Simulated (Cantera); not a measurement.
A closed system holds: 1 mol TiO2, 1.7 mol CH4, 4.3 mol H2, equilibrated at 0.00540 bar.

Method: chemical equilibrium by Gibbs-energy minimisation in Cantera with the NASA 1993 tables (ideal gas, pure condensed phases). Candidate condensed phases: C, C6H6, C7H8, C8H18, H2O, Ti, TiC, TiO, TiO2, Ti2O3, Ti3O5, Ti4O7; 113 gas species. Mutual solubility and eutectic melting of coexisting phases are not modelled. TiC, TiO: taken at fixed stoichiometry. Condensed phases not in the tables: solid solutions among these carbides, nitrides and lower oxides. The numbers say what is thermodynamically allowed, not how fast it happens.

x: gas mole fraction; n: condensed amount in mol.

```json
[
 {"T (°C)": "1500", "x H2": "0.848", "x CO": "0.149", "x H": "0.00356", "x Ti": "1.95e-7", "x TiO": "1.80e-6", "n TiC(s)": "0.350", "n TiO(s)": "0.650", "n TiO(l)": "0"},
 {"T (°C)": "1550", "x H2": "0.846", "x CO": "0.149", "x H": "0.00542", "x Ti": "7.94e-7", "x TiO": "5.11e-6", "n TiC(s)": "0.350", "n TiO(s)": "0.650", "n TiO(l)": "0"},
 {"T (°C)": "1600", "x H2": "0.843", "x CO": "0.149", "x H": "0.00807", "x Ti": "3.00e-6", "x TiO": "1.36e-5", "n TiC(s)": "0.350", "n TiO(s)": "0.650", "n TiO(l)": "0"},
 {"T (°C)": "1650", "x H2": "0.840", "x CO": "0.148", "x H": "0.0117", "x Ti": "1.05e-5", "x TiO": "3.45e-5", "n TiC(s)": "0.350", "n TiO(s)": "0.649", "n TiO(l)": "0"},
 {"T (°C)": "1700", "x H2": "0.835", "x CO": "0.148", "x H": "0.0168", "x Ti": "3.47e-5", "x TiO": "8.31e-5", "n TiC(s)": "0.350", "n TiO(s)": "0.649", "n TiO(l)": "0"},
 {"T (°C)": "1750", "x H2": "0.829", "x CO": "0.147", "x H": "0.0235", "x Ti": "0.000108", "x TiO": "0.000191", "n TiC(s)": "0.350", "n TiO(s)": "0", "n TiO(l)": "0.648"},
 {"T (°C)": "1800", "x H2": "0.820", "x CO": "0.147", "x H": "0.0324", "x Ti": "0.000307", "x TiO": "0.000396", "n TiC(s)": "0.349", "n TiO(s)": "0", "n TiO(l)": "0.645"},
 {"T (°C)": "1850", "x H2": "0.808", "x CO": "0.146", "x H": "0.0439", "x Ti": "0.000831", "x TiO": "0.000792", "n TiC(s)": "0.346", "n TiO(s)": "0", "n TiO(l)": "0.639"},
 {"T (°C)": "1900", "x H2": "0.793", "x CO": "0.145", "x H": "0.0585", "x Ti": "0.00215", "x TiO": "0.00153", "n TiC(s)": "0.340", "n TiO(s)": "0", "n TiO(l)": "0.625"},
 {"T (°C)": "1950", "x H2": "0.771", "x CO": "0.144", "x H": "0.0765", "x Ti": "0.00531", "x TiO": "0.00287", "n TiC(s)": "0.325", "n TiO(s)": "0", "n TiO(l)": "0.597"},
 {"T (°C)": "2000", "x H2": "0.739", "x CO": "0.145", "x H": "0.0983", "x Ti": "0.0126", "x TiO": "0.00522", "n TiC(s)": "(withheld)", "n TiO(s)": "0", "n TiO(l)": "0.537"},
 {"T (°C)": "2050", "x H2": "0.693", "x CO": "0.146", "x H": "0.123", "x Ti": "0.0284", "x TiO": "0.00925", "n TiC(s)": "(withheld)", "n TiO(s)": "0", "n TiO(l)": "0.410"},
 {"T (°C)": "2100", "x H2": "0.621", "x CO": "0.153", "x H": "0.150", "x Ti": "0.0612", "x TiO": "0.0160", "n TiC(s)": "(withheld)", "n TiO(s)": "0", "n TiO(l)": "0.134"}
]
```

**Question.** Some entries are withheld; supply them.

**Answer.** 
- 2000, n TiC(s): 0.289
- 2050, n TiC(s): 0.205
- 2100, n TiC(s): 0.0112
